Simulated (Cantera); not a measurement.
Feed: 1 mol n-butane, 1.9 mol O₂, 0.19 mol N₂, 59 mol H₂, held at 2925 K and 4.90 bar.

Equilibrium computed with Cantera from the NASA thermochemical tables; the gas is ideal and each condensed phase is pure. Candidate condensed phases: C, C₆H₆, C₇H₈, C₈H₁₈, H₂O; 136 gas species. Equilibrium is a limit: real reactors are often held back by kinetics, nucleation or transport.

Base state: H₂ 0.888, CO 0.0544, H 0.0531, N₂ 0.00212, HCN 0.00101, C₂H₂ (acetylene) 0.000784, HNC 0.000180, CH₄ 4.36e-5 (mole fractions); condensed: gas only.

Problem. What changes in the equilibrium state with this change: O₂ from 1.9 to 0.35 mol?

Solution. 
```json
[
 {"species": "H₂", "before": "0.888", "after": "0.908"},
 {"species": "H", "before": "0.0531", "after": "0.0537"},
 {"species": "C₂H₂ (acetylene)", "before": "0.000784", "after": "0.0217"},
 {"species": "CO", "before": "0.0544", "after": "0.0105"},
 {"species": "C₄H₂", "before": "2.89e-7", "after": "0.000217"},
 {"species": "C₃H₃ (propargyl)", "before": "8.96e-8", "after": "1.31e-5"},
 {"species": "C₂H₄", "before": "6.88e-7", "after": "1.95e-5"}
]
```

Problem. What changes in the equilibrium state with this change: pressure from 4.90 bar to 0.0140 bar?

Solution. 
```json
[
 {"species": "H", "before": "0.0531", "after": "0.616"},
 {"species": "H₂", "before": "0.888", "after": "0.342"},
 {"species": "CO", "before": "0.0544", "after": "0.0386"},
 {"species": "CH₄", "before": "4.36e-5", "after": "1.97e-8"},
 {"species": "H₂O", "before": "1.78e-5", "after": "1.30e-8"},
 {"species": "C₃", "before": "6.62e-8", "after": "2.81e-5"},
 {"species": "C₂", "before": "4.98e-8", "after": "1.98e-5"},
 {"species": "C", "before": "6.63e-7", "after": "0.000247"}
]
```
